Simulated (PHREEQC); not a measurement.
A solution holds 0.0011 mol/kgw Cu(BF4)2, 5.8e-05 mol/kgw HCl and 0.00129 mol/kgw NaCl, at 25 °C. Closed to the air; pH follows from the charge balance.

The numbers come from PHREEQC with the ion-association model, phreeqc.dat.

```json
{
 "pH": "3.05",
 "ionic_strength": "0.00550 mol/kgw",
 "total_alkalinity": "-6.66 meq/kg"
}
```

```csv
species,molality,activity,log γ
HF,0.00221,0.00222,0.001
F-,0.00178,0.00165,-0.035
Cl-,0.00135,0.00124,-0.035
Na+,0.00129,0.00119,-0.034
Cu+2,0.00107,0.000791,-0.132
BF4-,0.00101,0.000932,-0.034
H+,0.000964,0.000898,-0.031
H3BO3,0.000919,0.000921,0.001
BF3OH-,0.000168,0.000155,-0.034
BF2(OH)2-,0.000103,9.55e-5,-0.034
CuF+,2.56e-5,2.37e-5,-0.034
HF2-,1.52e-5,1.40e-5,-0.034
CuCl+,2.86e-6,2.64e-6,-0.034
NaF,1.13e-6,1.13e-6,0.001
BF(OH)3-,6.53e-7,6.03e-7,-0.034
CuOH+,9.53e-9,8.81e-9,-0.034
```

Precipitation was switched off in this run. Real BF4- forms and hydrolyses slowly; the run takes it at equilibrium.
